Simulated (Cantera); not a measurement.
A closed system holds: 1 mol SiCl4, 1 mol HCl, 49 mol N2, at 1302 °C and 0.140 bar.

Method: chemical equilibrium by Gibbs-energy minimisation in Cantera with the NASA 1993 tables (ideal gas, pure condensed phases). Candidate condensed phases: NH4Cl, Si, Si3N4; 28 gas species. The tables' values for SiCl3 are old estimates; treat these amounts as uncertain. Rates play no part.

Base state: N2 0.960, HCl 0.0196, SiCl4 0.0185, Cl 0.00114, SiCl3 0.000931, SiCl2 0.000122, Cl2 2.04e-5 (mole fractions); condensed: gas only.

Problem. What changes in the equilibrium state with this change: pressure from 0.140 bar to 25.0 mbar?

Solution. 
```tsv
species	before	after
N2	0.960	0.958
HCl	0.0196	0.0195
SiCl4	0.0185	0.0171
Cl	0.00114	0.00292
SiCl2	0.000122	0.000541
SiCl3	0.000931	0.00188
Cl2	2.04e-5	2.38e-5
```
